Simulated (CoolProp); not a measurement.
Aqueous methanol as a coolant, at -2 °C, 1 atm.

Values from CoolProp's Melinder's fits for secondary coolants.

| mass % | freezing point (°C) | cp (kJ/(kg K)) | Prandtl number | density (kg/m³) | conductivity (W/(m K)) |
|---|---|---|---|---|---|
| 9 | -5.8 | 4.258 | 22.1 | 985.7 | 0.511 |
| 14.3 | -10.0 | 4.175 | 26.6 | 979.3 | 0.486 |
| 19.6 | -14.7 | 4.070 | 30.7 | 973.4 | 0.462 |
| 24.9 | -20.0 | 3.959 | 34.2 | 967.3 | 0.438 |
| 30.2 | -25.9 | 3.851 | 36.7 | 960.7 | 0.415 |
| 35.5 | -32.5 | 3.744 | 38.1 | 953.5 | 0.393 |
| 40.7 | -39.7 | 3.637 | 38.3 | 945.7 | 0.372 |
| 46 | -47.8 | 3.521 | 37.4 | 937.0 | 0.353 |
